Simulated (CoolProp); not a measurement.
Vapour-liquid equilibrium of propylene (1) + R114 (2) at 25.45 °C; x and y are mole fractions of (1).

Computed with CoolProp (multi-fluid Helmholtz-energy mixture model, Lemmon 2013 and Platzer 1990; pair parameters Bell 2016). This equation is an older, rougher fit; its heat capacities, sound speeds and derivatives of the liquid may be far off and weren't checked against measurements.

```json
[
 {"x": "0.05", "bubble pressure, mixture model (bar)": "2.782", "bubble pressure, Raoult's law (bar)": "2.650", "y, mixture model": "0.241", "y, Raoult's law": "0.220"},
 {"x": "0.125", "bubble pressure, mixture model (bar)": "3.687", "bubble pressure, Raoult's law (bar)": "3.363", "y, mixture model": "0.455", "y, Raoult's law": "0.434"},
 {"x": "0.2", "bubble pressure, mixture model (bar)": "4.563", "bubble pressure, Raoult's law (bar)": "4.075", "y, mixture model": "0.584", "y, Raoult's law": "0.573"},
 {"x": "0.275", "bubble pressure, mixture model (bar)": "5.395", "bubble pressure, Raoult's law (bar)": "4.788", "y, mixture model": "0.670", "y, Raoult's law": "0.671"},
 {"x": "0.35", "bubble pressure, mixture model (bar)": "6.173", "bubble pressure, Raoult's law (bar)": "5.500", "y, mixture model": "0.731", "y, Raoult's law": "0.743"},
 {"x": "0.425", "bubble pressure, mixture model (bar)": "6.897", "bubble pressure, Raoult's law (bar)": "6.212", "y, mixture model": "0.777", "y, Raoult's law": "0.799"},
 {"x": "0.5", "bubble pressure, mixture model (bar)": "7.572", "bubble pressure, Raoult's law (bar)": "6.925", "y, mixture model": "0.814", "y, Raoult's law": "0.843"},
 {"x": "0.575", "bubble pressure, mixture model (bar)": "8.209", "bubble pressure, Raoult's law (bar)": "7.637", "y, mixture model": "0.845", "y, Raoult's law": "0.879"},
 {"x": "0.65", "bubble pressure, mixture model (bar)": "8.818", "bubble pressure, Raoult's law (bar)": "8.350", "y, mixture model": "0.873", "y, Raoult's law": "0.909"},
 {"x": "0.725", "bubble pressure, mixture model (bar)": "9.414", "bubble pressure, Raoult's law (bar)": "9.062", "y, mixture model": "0.899", "y, Raoult's law": "0.934"},
 {"x": "0.8", "bubble pressure, mixture model (bar)": "10.01", "bubble pressure, Raoult's law (bar)": "9.775", "y, mixture model": "0.925", "y, Raoult's law": "0.955"},
 {"x": "0.875", "bubble pressure, mixture model (bar)": "10.61", "bubble pressure, Raoult's law (bar)": "10.49", "y, mixture model": "0.951", "y, Raoult's law": "0.974"},
 {"x": "0.95", "bubble pressure, mixture model (bar)": "11.24", "bubble pressure, Raoult's law (bar)": "11.20", "y, mixture model": "0.980", "y, Raoult's law": "0.990"}
]
```

The largest gap from Raoult's law is +12.7 % in bubble pressure, at x = 0.275. No azeotrope shows between x = 0.05 and 0.95.

The pair parameters rest on a limited set of measurements; away from them the model extrapolates.
